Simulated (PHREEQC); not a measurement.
Synthetic water in mmol/kgw, 20 °C, pH 5.84, pe 12.9:

```json
[
 {"constituent": "Na", "mmol/kgw": "0.000213"},
 {"constituent": "K", "mmol/kgw": "0.00118"},
 {"constituent": "Ca", "mmol/kgw": "0.000127"},
 {"constituent": "Mg", "mmol/kgw": "0.000189"},
 {"constituent": "Cl", "mmol/kgw": "0.00082"},
 {"constituent": "S(6)", "mmol/kgw": "2.9e-05"},
 {"constituent": "Alkalinity (meq/kgw)", "mmol/kgw": "0.00118"},
 {"constituent": "Br", "mmol/kgw": "5.62e-05"},
 {"constituent": "Cu(2)", "mmol/kgw": "3.49e-06"},
 {"constituent": "B", "mmol/kgw": "1.71e-05"},
 {"constituent": "N(5)", "mmol/kgw": "3.01e-06"}
]
```

Valence states are taken as typed.

The numbers come from PHREEQC with the ion-association model, phreeqc.dat.

```yaml
ionic_strength: 3.87e-6 mol/kgw
charge_balance_error: -1.2 %
```

| species | molality | activity | log γ |
|---|---|---|---|
| CO2 | 9.12e-6 | 9.12e-6 | 0.000 |
| HCO3- | 2.62e-6 | 2.62e-6 | -0.001 |
| H+ | 1.45e-6 | 1.44e-6 | -0.001 |
| K+ | 1.18e-6 | 1.18e-6 | -0.001 |
| Cl- | 8.20e-7 | 8.18e-7 | -0.001 |
| Na+ | 2.13e-7 | 2.13e-7 | -0.001 |
| Mg+2 | 1.89e-7 | 1.87e-7 | -0.004 |
| Ca+2 | 1.27e-7 | 1.26e-7 | -0.004 |
| Br- | 5.62e-8 | 5.61e-8 | -0.001 |
| SO4-2 | 2.90e-8 | 2.87e-8 | -0.004 |
| H3BO3 | 1.71e-8 | 1.71e-8 | 0.000 |
| OH- | 4.75e-9 | 4.74e-9 | -0.001 |
| Cu+2 | 3.43e-9 | 3.39e-9 | -0.004 |
| NO3- | 3.01e-9 | 3.00e-9 | -0.001 |

No solid was allowed to form. Complexes and solids missing from the database can't appear.
